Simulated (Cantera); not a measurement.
A perfectly stirred reactor is fed with CH₃OH : O₂ : N₂ = 1 : 1.25 : 4.7 (molar parts), equivalence ratio 1.2, at 760 Torr; it is adiabatic with a 598 K inlet, and is followed from long to short residence time, starting on the burning branch (τ in s: 0.22, 0.065, 0.019, 0.0058, 0.0017, 0.00052, 0.00016, 4.6e-05, 1.4e-05).

Cantera simulation using GRI-Mech 3.0 (53 species, 325 reactions); the numbers are that mechanism's predictions, not measurements. GRI-Mech 3.0 was tuned for natural gas; its chemistry of methanol as a main component is partial and can be far from experiment.

Task: What does this change do: CH3OH 1 to 0.63 parts?

Result: 
| quantity | before | after |
|---|---|---|
| blow-out, bracketed by the residence times tried | burning at 46.0 µs, out at 14.0 µs | burning at 0.160 ms, out at 46.0 µs |
| x(CH₃OH) at τ = 0.220 s | 3.45e-7 | 4.69e-7 |
| x(O₂) at τ = 0.220 s | 0.000922 | 0.0435 |
| x(NO) at τ = 0.220 s | 0.000807 | 0.00176 |
| x(OH) at τ = 0.220 s | 0.00346 | 0.00403 |
| x(HCO) at τ = 0.220 s | 3.52e-8 | 1.53e-8 |
| x(CH₃OH) at τ = 1.70 ms | 1.45e-5 | 2.08e-5 |
| x(O₂) at τ = 1.70 ms | 0.00694 | 0.0486 |
| x(NO) at τ = 1.70 ms | 0.000155 | 5.73e-5 |
| x(OH) at τ = 1.70 ms | 0.00879 | 0.00822 |
| x(HCO) at τ = 1.70 ms | 2.31e-6 | 1.95e-6 |

Task: What does this change do: pressure from 760 Torr to 6680 Torr?

Result: 
| quantity | before | after |
|---|---|---|
| blow-out, bracketed by the residence times tried | burning at 46.0 µs, out at 14.0 µs | burning at 14.0 µs, the shortest tried |
| x(CH₃OH) at τ = 0.220 s | 3.45e-7 | 9.61e-8 |
| x(O₂) at τ = 0.220 s | 0.000922 | 0.000136 |
| x(NO) at τ = 0.220 s | 0.000807 | 0.000381 |
| x(OH) at τ = 0.220 s | 0.00346 | 0.00132 |
| x(HCO) at τ = 0.220 s | 3.52e-8 | 4.92e-8 |
| x(CH₃OH) at τ = 1.70 ms | 1.45e-5 | 6.40e-6 |
| x(O₂) at τ = 1.70 ms | 0.00694 | 0.000982 |
| x(NO) at τ = 1.70 ms | 0.000155 | 0.000270 |
| x(OH) at τ = 1.70 ms | 0.00879 | 0.00287 |
| x(HCO) at τ = 1.70 ms | 2.31e-6 | 3.84e-7 |
